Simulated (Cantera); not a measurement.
An isothermal, constant-pressure homogeneous reactor starts with 37.3 % CH4, 44.8 % H2O, 17.9 % H2, at 2000 K and 5.00 bar.

Detailed kinetics in Cantera: GRI-Mech 3.0 (53 species, 325 reactions).

x: mole fraction; the columns are a selection and need not sum to one.

```csv
t (s),x CH4,x H2O,x H2,x HCO,x O,x HO2,x C2H6
8.00e-6,0.331,0.439,0.209,3.57e-7,3.34e-8,2.30e-11,0.00253
2.55e-5,…,0.414,…,…,…,2.21e-11,…
8.14e-5,0.157,0.374,0.386,1.63e-7,1.56e-8,1.80e-11,0.000493
0.000259,0.0770,0.336,0.473,8.49e-8,1.14e-8,1.45e-11,0.000113
0.000827,0.0361,0.295,0.534,6.24e-8,9.74e-9,1.16e-11,2.48e-5
0.00264,0.0238,0.233,0.589,8.71e-8,8.25e-9,6.73e-12,1.04e-5
0.00841,0.0166,0.153,0.652,1.40e-7,6.16e-9,2.59e-12,4.70e-6
0.0268,…,…,0.705,…,…,<1e-12,…
0.0856,0.00378,0.0515,0.735,2.27e-7,2.64e-9,<1e-12,2.43e-7
0.273,0.000525,0.0409,0.745,2.37e-7,2.14e-9,<1e-12,4.81e-9
0.870,2.84e-6,0.0402,0.746,2.38e-7,2.11e-9,<1e-12,<1e-12
2.78,2.30e-6,0.0402,0.746,2.38e-7,2.11e-9,<1e-12,<1e-12
8.85,2.30e-6,0.0402,0.746,2.38e-7,2.11e-9,<1e-12,<1e-12
28.2,2.30e-6,0.0402,0.746,2.38e-7,2.11e-9,<1e-12,<1e-12
90.0,2.30e-6,0.0402,0.746,2.38e-7,2.11e-9,<1e-12,<1e-12
```

Task: Complete the blanks.

Result: 
- 2.55e-5, x CH4: 0.256
- 2.55e-5, x H2: 0.281
- 2.55e-5, x HCO: 2.96e-7
- 2.55e-5, x O: 2.49e-8
- 2.55e-5, x C2H6: 0.00148
- 0.0268, x CH4: 0.00933
- 0.0268, x H2O: 0.0870
- 0.0268, x HCO: 1.94e-7
- 0.0268, x O: 4.06e-9
- 0.0268, x C2H6: 1.45e-6
